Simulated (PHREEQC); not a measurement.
Consider water at 13 °C with 0.006 mol CdSO4, 4e-05 mol H2SO4 and 0.0022 mol CO2 per kg of water. Closed to the air; pH follows from the charge balance.

Equilibrium calculation in PHREEQC: ion-association model, wateq4f.dat.

Problem. The ionic strength comes out as 0.0169 mol/kgw. What activity coefficients do H+, SO4-2, CdHCO3+, HSO4-, HCO3- get?

Solution. H+ 0.90, SO4-2 0.61, CdHCO3+ 0.88, HSO4- 0.88, HCO3- 0.89.

No solid was allowed to form. Complexes and solids missing from the database can't appear. Constants without temperature data keep their 25 °C values here.
